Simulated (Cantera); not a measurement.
## Ignition delay

Mixture: CH₄ : CO : O₂ : N₂ = 1 : 0.17 : 1.23 : 4.61 (molar parts), equivalence ratio 1.7, at 6680 Torr, adiabatic and at constant volume. Ignition delay is the time to a rise of 400 K.

Cantera simulation using GRI-Mech 3.0 (53 species, 325 reactions); the numbers are that mechanism's predictions, not measurements.

```json
[
 {"T0 (K)": "1223", "delay (ms)": "6.47"},
 {"T0 (K)": "1323", "delay (ms)": "1.85"},
 {"T0 (K)": "1423", "delay (ms)": "0.591"},
 {"T0 (K)": "1523", "delay (ms)": "0.208"},
 {"T0 (K)": "1623", "delay (ms)": "0.0794"},
 {"T0 (K)": "1723", "delay (ms)": "0.0334"},
 {"T0 (K)": "1823", "delay (ms)": "0.0155"}
]
```

```yaml
apparent activation energy between 1623 and 1823 K: 200 kJ/mol
```
